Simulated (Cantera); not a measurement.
Input: 1 mol MgCO3, 2.7 mol CO2, 0.27 mol H2, equilibrated at 573 K and 24.0 Pa.

Method: chemical equilibrium by Gibbs-energy minimisation in Cantera with the NASA 1993 tables (ideal gas, pure condensed phases). Candidate condensed phases: C, C6H6, C7H8, C8H18, H2O, Mg, MgCO3, MgO, Mg(OH)2; 116 gas species. Rates play no part.

Problem. What is the equilibrium state?

Solution. x(CO2): 0.903
x(H2): 0.0386
x(H2O): 0.0293
x(CO): 0.0292
x(CH4): 4.96e-5
n(MgO(s)): 1.00 mol
gas amount: 3.970 mol
log10 activity of C(graphite) (absent): -0.17
log10 activity of MgCO3(s) (absent): -2.09
log10 activity of Mg(s) (absent): -29.41
